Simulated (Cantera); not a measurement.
A Cantera script and what it prints.

```python
import numpy as np
import cantera as ct

gas_names = """
    Fe FeO Fe(OH)2 H HO2 H2 H2O H2O2 O OH O2 O3
""".split()
cond_names = """
    Fe(a) Fe(c) Fe(d) Fe(L) FeO(s) FeO(L) Fe(OH)2(s) Fe(OH)3(s) Fe2O3(s) Fe3O4(s) H2O(s) H2O(L)
""".split()


def load(file, names, dense=False):
    # The tables refer to 1 bar. Condensed volumes are neglected.
    table = {s.name: s for s in ct.Species.list_from_file(file)}
    out = []
    for n in names:
        d = dict(table[n].input_data)
        d["thermo"] = dict(d["thermo"], **{"reference-pressure": 1e5})
        if dense:
            d["equation-of-state"] = {"model": "constant-volume", "density": "1e6 g/cm^3"}
        out.append(ct.Species.from_dict(d))
    return out


gas = ct.Solution(thermo="ideal-gas", species=load("nasa_gas.yaml", gas_names))
cond = {s.name: ct.Solution(thermo="fixed-stoichiometry", species=[s], name=s.name)
        for s in load("nasa_condensed.yaml", cond_names, dense=True)}
atoms = {
    'Fe2O3': {'Fe': 2, 'O': 3},
    'H2': {'H': 2},
}
top_T = {'Fe2O3(s)': 1830, 'Fe3O4(s)': 1870}  # K; cautious upper limits of use, not melting points


def equilibrate(T, P, feed):
    n = {}
    for name, mol in feed.items():
        for a, k in atoms[name].items():
            n[a] = n.get(a, 0.0) + k * mol
    gas.TPX = T, P, n
    mass = sum(n.values()) * gas.mean_molecular_weight
    gas.equilibrate("TP")
    valid = [c for c in cond.values() if c.min_temp <= T <= top_T.get(c.name, c.max_temp)]
    mix = ct.Mixture([(gas, mass / gas.mean_molecular_weight)] + [(c, 0.0) for c in valid])
    mix.T, mix.P = T, P
    mix.equilibrate("TP", solver="vcs", rtol=1e-11, max_steps=5000)
    return mix


results = []
T = 1900  # K
P = 43000  # Pa
for m in [5.1, 13, 32, 82, 210, 520, 1300]:
    feed = {'Fe2O3': 1, 'H2': m}  # mol
    mix = equilibrate(T, P, feed)
    results.append((T, P, feed, dict(zip(mix.species_names, mix.species_moles))))

top = {s: max(r[3][s] / sum(r[3][g] for g in gas_names) for r in results) for s in gas_names}
cols = sorted((s for s in top if top[s] > 0.0001), key=lambda s: -top[s])[:5]
seen = [c for c in cond_names if any(r[3].get(c, 0) > 1e-12 for r in results)]
print("log10 of partial pressures in bar; condensed amounts in mol")
print(f"{'n(H2)':>10s}" + "".join(f"{s[:9]:>10s}" for s in cols + seen))
for T, P, feed, n in results:
    ng = sum(n[g] for g in gas_names)
    print(f"{feed['H2']:10.4g}" + "".join(f"{np.log10(max(n[s] / ng * P / 1e5, 1e-99)):10.3f}" for s in cols)
          + "".join(f"{n.get(c, 0):10.4g}" for c in seen))
```

It prints:

```
log10 of partial pressures in bar; condensed amounts in mol
     n(H2)        H2       H2O         H        Fe     Fe(L)    FeO(L)
       5.1    -0.532    -0.867    -3.366    -3.953    0.6102     1.388
        13    -0.481    -1.004    -3.341    -3.953     1.996         0
        32    -0.410    -1.395    -3.305    -3.953     1.992         0
        82    -0.383    -1.804    -3.292    -3.953     1.979         0
       210    -0.373    -2.212    -3.287    -3.953     1.945         0
       520    -0.370    -2.606    -3.285    -3.953     1.865         0
      1300    -0.368    -3.004    -3.285    -3.953     1.663         0
```

Method: chemical equilibrium by Gibbs-energy minimisation in Cantera with the NASA 1993 tables (ideal gas, pure condensed phases). Each liquid is taken as pure. Mutual solubility and eutectic melting of coexisting phases are not modelled. The tables' stoichiometric FeO is somewhat more stable than real wüstite, so its field is too wide. FeO: taken at fixed stoichiometry.
